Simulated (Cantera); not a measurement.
A closed system holds: 1 mol HMDSO, 1.7 mol CO₂, 41 mol H₂, held at 705 Torr.

Cantera equilibrium calculation (NASA polynomials, part measured and part estimated; ideal gas, pure solids and liquids). Candidate condensed phases: C, C₆H₆, C₇H₈, C₈H₁₈, H₂O, Si, SiC, SiO₂; 123 gas species. The feed counts by its element totals alone. Mutual solubility and eutectic melting of coexisting phases are not modelled. The tables hold silica as quartz up to 1696 K and as liquid above; real silica turns to tridymite and cristobalite and melts near 1996 K. Rates play no part.

Question: Which condensed phases are stable at each of these points (T (°C)): 927, 977, 1027, 1077, 1127, 1177, 1227, 1277, 1327, 1377, 1427, 1477, 1527?

Answer: 
| T (°C) | condensed phases | Si condensed (%) |
|---|---|---|
| 927 | C(graphite) + SiO₂(β-quartz) | 100.0 |
| 977 | C(graphite) + SiO₂(β-quartz) | 100.0 |
| 1027 | C(graphite) + SiO₂(β-quartz) | 100.0 |
| 1077 | C(graphite) + SiO₂(β-quartz) | 100.0 |
| 1127 | C(graphite) + SiO₂(β-quartz) | 100.0 |
| 1177 | C(graphite) + SiC(s) + SiO₂(β-quartz) | 100.0 |
| 1227 | C(graphite) + SiC(s) + SiO₂(β-quartz) | 99.9 |
| 1277 | C(graphite) + SiC(s) + SiO₂(β-quartz) | 99.7 |
| 1327 | C(graphite) + SiC(s) | 99.4 |
| 1377 | C(graphite) + SiC(s) | 99.2 |
| 1427 | C(graphite) + SiC(s) | 99.1 |
| 1477 | C(graphite) + SiC(s) | 99.0 |
| 1527 | C(graphite) + SiC(s) | 98.8 |

From 927 °C to 1127 °C the condensed part is C(graphite) + SiO₂(β-quartz). From 1177 °C to 1277 °C the condensed part is C(graphite) + SiC(s) + SiO₂(β-quartz). From 1327 °C to 1527 °C the condensed part is C(graphite) + SiC(s).
